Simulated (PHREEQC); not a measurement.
0.053 g of hydrous ferric oxide (600 m²/g; 0.2 weak and 0.005 strong sites per Fe, Dzombak-Morel constants, diffuse double layer) in 1 kg of water with 0.001 mol/kgw of an inert sodium salt, at 25 °C; the pH is set by adding NaOH or the inert anion's acid. Oxygen is held at 0.21 atm. CO2 from the air is kept out. Nothing may precipitate in this run.

All values are PHREEQC results (ion-association model, wateq4f.dat), not measurements.

```tsv
pH	surface charge σ (C/m²)	surface potential ψ (mV)
4	0.117	210
4.67	0.068	184
5.33	0.037	?
6	0.019	119
6.67	0.009	83
7.33	0.004	45
8	0.000	6
8.67	-0.003	-32
9.33	-0.007	?
10	-0.015	-107
10.67	-0.035	-141
11.33	?	-166
12	-0.200	-176
```

**Question.** Fill in the missing entries.

**Answer.** 
- 5.33, surface potential ψ (mV): 154
- 9.33, surface potential ψ (mV): -70
- 11.33, surface charge σ (C/m²): -0.085
